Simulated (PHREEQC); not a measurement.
Consider water at 25 °C with 9.6 mmol/kgw HBr, 25 mmol/kgw CaCl2 and 25 mmol/kgw MgCl2. Closed to the air; pH follows from the charge balance.

Equilibrium calculation in PHREEQC: ion-association model, wateq4f.dat.

```
Property                 Result
----------------  -------------
pH                         2.11
ionic strength    0.160 mol/kgw
total alkalinity   -9.60 meq/kg
```

| species | molality | activity | log γ |
|---|---|---|---|
| Cl- | 0.100 | 0.0729 | -0.137 |
| Ca+2 | 0.0250 | 0.00855 | -0.466 |
| Mg+2 | 0.0250 | 0.00905 | -0.441 |
| H+ | 0.00960 | 0.00774 | -0.093 |
| Br- | 0.00960 | 0.00726 | -0.121 |

This is a speciation only: nothing precipitates in the calculation.
